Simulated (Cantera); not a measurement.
A perfectly stirred reactor is fed with 97.7 % N₂O, 2.34 % H₂O, at 20.0 Torr; it is held at 1398 K, and followed from long to short residence time.

Detailed kinetics in Cantera: GRI-Mech 3.0 (53 species, 325 reactions). GRI-Mech 3.0 was tuned for natural gas; its chemistry of N2O as a main component is partial and can be far from experiment. Radical loss at walls, strong at low pressure, is not modelled. The mechanism lacks the step 2 NO + O2 → 2 NO2, which can matter for NO2 below about 1400 K. The temperature is held fixed by assumption; the heat of reaction is taken as removed at once.

Q: Predict: x(N₂O) at τ = 0.550 s; x(H₂O) at τ = 0.550 s; x(H₂) at τ = 0.550 s; x(O) at τ = 0.550 s; x(N₂) at τ = 0.550 s; x(N₂O) at τ = 25.0 ms; x(H₂O) at τ = 25.0 ms; x(H₂) at τ = 25.0 ms; x(O) at τ = 25.0 ms; x(N₂) at τ = 25.0 ms.

A: 
- x(N₂O) at τ = 0.550 s: 0.713
- x(H₂O) at τ = 0.550 s: 0.0213
- x(H₂) at τ = 0.550 s: 2.88e-7
- x(O) at τ = 0.550 s: 2.43e-5
- x(N₂) at τ = 0.550 s: 0.162
- x(N₂O) at τ = 25.0 ms: 0.960
- x(H₂O) at τ = 25.0 ms: 0.0233
- x(H₂) at τ = 25.0 ms: 3.75e-7
- x(O) at τ = 25.0 ms: 2.60e-5
- x(N₂) at τ = 25.0 ms: 0.0100
